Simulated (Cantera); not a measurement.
What does this Cantera script print?

```python
import numpy as np
import cantera as ct

gas = ct.Solution("gri30.yaml")
gas.TPX = 775, 1100000, {'CH4': 1, 'O2': 1.18, 'N2': 10.9}
inlet = ct.Reservoir(gas, clone=True)
gas.equilibrate("HP")  # start burning
reactor = ct.IdealGasConstPressureReactor(gas, energy="on", clone=False)
exhaust = ct.Reservoir(gas, clone=True)
tau = [0.26, 0.11, 0.048, 0.021, 0.0088, 0.0038, 0.0016, 0.00069, 0.0003, 0.00013, 5.4e-05, 2.3e-05, 1e-05][0]
for a, b in ((inlet, reactor), (reactor, exhaust)):
    ct.MassFlowController(a, b, mdot=lambda t: reactor.mass / tau)
net = ct.ReactorNet([reactor])
show = ['CH4', 'O2', 'C2H6', 'N2O', 'CO2', 'H', 'C2H2']

rows = []
print(f"{'tau/s':>10s}{'T/K':>9s}" + "".join(f"{s:>11s}" for s in show))
for tau in [0.26, 0.11, 0.048, 0.021, 0.0088, 0.0038, 0.0016, 0.00069, 0.0003, 0.00013, 5.4e-05, 2.3e-05, 1e-05]:
    net.initial_time = 0.0
    net.advance(30 * tau)
    before = gas.X
    net.advance(40 * tau)
    drift = np.max(np.abs(gas.X - before) / (gas.X + 1e-9))
    rows.append([gas.T, *gas[show].X, drift])
    print(f"{tau:10.3e}{gas.T:9.1f}" + "".join(f"{x:11.3e}" for x in gas[show].X))
```

Result:

```
     tau/s      T/K        CH4         O2       C2H6        N2O        CO2          H       C2H2
 2.600e-01   1611.4  1.035e-02  5.833e-04  1.984e-05  3.108e-09  2.606e-02  4.515e-06  3.638e-03
 1.100e-01   1611.9  1.170e-02  1.152e-03  3.684e-05  6.555e-09  2.578e-02  5.149e-06  3.483e-03
 4.800e-02   1605.3  1.286e-02  2.147e-03  6.709e-05  1.354e-08  2.468e-02  5.954e-06  3.099e-03
 2.100e-02   1588.2  1.397e-02  3.914e-03  1.239e-04  2.828e-08  2.263e-02  6.929e-06  2.507e-03
 8.800e-03   1550.3  1.574e-02  7.595e-03  2.483e-04  6.303e-08  1.933e-02  7.727e-06  1.629e-03
 3.800e-03    775.0  7.645e-02  9.021e-02  2.393e-14  6.777e-19  1.671e-17  1.828e-18  7.089e-20
 1.600e-03    775.0  7.645e-02  9.021e-02  1.682e-15  1.210e-19  1.871e-20  6.797e-19 -2.542e-24
 6.900e-04    775.0  7.645e-02  9.021e-02  1.320e-16  2.263e-20  1.514e-21  2.770e-19 -2.601e-29
 3.000e-04    775.0  7.645e-02  9.021e-02  1.076e-17  4.304e-21  1.233e-22  1.173e-19  1.281e-32
 1.300e-04    775.0  7.645e-02  9.021e-02  8.809e-19  8.232e-22  1.009e-23  5.019e-20  1.778e-34
 5.400e-05    775.0  7.645e-02  9.021e-02  6.210e-20  1.458e-22  7.109e-25  2.061e-20  2.003e-36
 2.300e-05    775.0  7.645e-02  9.021e-02  4.653e-21  2.829e-23  5.315e-26  8.642e-21  2.785e-38
 1.000e-05    775.0  7.645e-02  9.021e-02  3.931e-22  6.147e-24  4.468e-27  3.655e-21  5.006e-40
```

Model: GRI-Mech 3.0 (53 species, 325 reactions), integrated in Cantera.
